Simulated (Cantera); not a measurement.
Ta2O5 + H2 (hydrogen reduction and annealing atmospheres)

Feed: 1 mol Ta2O5, a varied amount of H2, held at 300000 Pa.

These are equilibrium values from Cantera (NASA tables, ideal gas, pure condensed phases), not measurements of a reactor. Candidate condensed phases: H2O, Ta, Ta2O5; 12 gas species. Mutual solubility and eutectic melting of coexisting phases are not modelled. Condensed phases not in the tables: N, O or C dissolved in the metal. The numbers say what is thermodynamically allowed, not how fast it happens.

Question: Map the stable condensed phases over T = 1325, 1350, 1375, 1400, 1425, 1450, 1475, 1500, 1525, 1550 K and n(H2) in mol = 11, 14, 19, 25, 34, 45, 59, 79, 100, 140, 180, 240, 330.

Answer: 
```
T in K \ n(H2) in mol
          11  14  19  25  34  45  59  79 100 140 180 240 330
   1550    A   A   A   A   A   A   A   A   A   A   A   A   A
   1525    A   A   A   A   A   A   A   A   A   A   A   A   A
   1500    A   A   A   A   A   A   A   A   A   A   A   A   A
   1475    A   A   A   A   A   A   A   A   A   A   A   A   A
   1450    A   A   A   A   A   A   A   A   A   A   A   A   A
   1425    A   A   A   A   A   A   A   A   A   A   A   A   A
   1400    B   A   A   A   A   A   A   A   A   A   A   A   A
   1375    B   B   A   A   A   A   A   A   A   A   A   A   A
   1350    B   B   B   A   A   A   A   A   A   A   A   A   A
   1325    B   B   B   B   A   A   A   A   A   A   A   A   A
```
A: Ta + Ta2O5; B: Ta2O5.
